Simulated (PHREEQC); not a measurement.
Dissolve 0.17 mol/kgw Na3PO4 at 25 °C. Closed to the air; pH follows from the charge balance.

Model: ion-association model, wateq4f.dat, run in PHREEQC.

No solid was allowed to form.

Q: What pH does the model give?

A: pH 12.19.

Q: In which forms is P present?

A: PO4-3 84 %, HPO4-2 13 %, NaHPO4- 2.4 % of the P.

The ionic strength is past about 0.7 mol/kgw, beyond the range of this activity model, so the values are rough. Complexes and solids missing from the database can't appear. H3PO4, which wateq4f.dat lacks, is added to it with the constant of phreeqc.dat.
